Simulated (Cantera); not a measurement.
A perfectly stirred reactor is fed with CH₄ : N₂ = 1 : 52 (molar parts), at 0.326 atm; it is held at 1473 K, and followed from long to short residence time.

Cantera simulation using GRI-Mech 3.0 (53 species, 325 reactions); the numbers are that mechanism's predictions, not measurements. GRI-Mech 3.0 stops at C3 and has no aromatics, soot or wall deposition, so with more carbon than oxygen in the feed, carbon stays in small species such as C2H2 where larger ones or solid carbon would form.

**Question.** What does this change do: CH4 1 to 0.28 parts?

**Answer.** 
```json
[
 {"quantity": "x(CH₄) at τ = 0.320 s", "before": "0.0168", "after": "0.00473"},
 {"quantity": "x(CH₃) at τ = 0.320 s", "before": "4.85e-5", "after": "2.72e-5"},
 {"quantity": "x(C₂H₂) at τ = 0.320 s", "before": "0.000718", "after": "0.000196"},
 {"quantity": "x(H) at τ = 0.320 s", "before": "4.56e-7", "after": "2.95e-7"},
 {"quantity": "x(CH₂) at τ = 0.320 s", "before": "5.16e-9", "after": "5.40e-9"},
 {"quantity": "x(CH₄) at τ = 8.00 ms", "before": "0.0188", "after": "0.00535"},
 {"quantity": "x(CH₃) at τ = 8.00 ms", "before": "1.32e-5", "after": "4.27e-6"},
 {"quantity": "x(C₂H₂) at τ = 8.00 ms", "before": "5.03e-8", "after": "4.55e-9"},
 {"quantity": "x(H) at τ = 8.00 ms", "before": "1.30e-8", "after": "1.03e-8"},
 {"quantity": "x(CH₂) at τ = 8.00 ms", "before": "3.69e-10", "after": "1.41e-10"}
]
```

**Question.** What does this change do: pressure from 0.326 atm to 0.00118 atm?

**Answer.** 
```json
[
 {"quantity": "x(CH₄) at τ = 0.320 s", "before": "0.0168", "after": "0.0189"},
 {"quantity": "x(CH₃) at τ = 0.320 s", "before": "4.85e-5", "after": "2.81e-6"},
 {"quantity": "x(C₂H₂) at τ = 0.320 s", "before": "0.000718", "after": "2.38e-10"},
 {"quantity": "x(H) at τ = 0.320 s", "before": "4.56e-7", "after": "1.09e-8"},
 {"quantity": "x(CH₂) at τ = 0.320 s", "before": "5.16e-9", "after": "1.88e-11"},
 {"quantity": "x(CH₄) at τ = 8.00 ms", "before": "0.0188", "after": "0.0189"},
 {"quantity": "x(CH₃) at τ = 8.00 ms", "before": "1.32e-5", "after": "6.22e-8"},
 {"quantity": "x(C₂H₂) at τ = 8.00 ms", "before": "5.03e-8", "after": "<1e-12"},
 {"quantity": "x(H) at τ = 8.00 ms", "before": "1.30e-8", "after": "8.26e-9"},
 {"quantity": "x(CH₂) at τ = 8.00 ms", "before": "3.69e-10", "after": "<1e-12"}
]
```
Radical loss at walls, strong at low pressure, is not modelled.
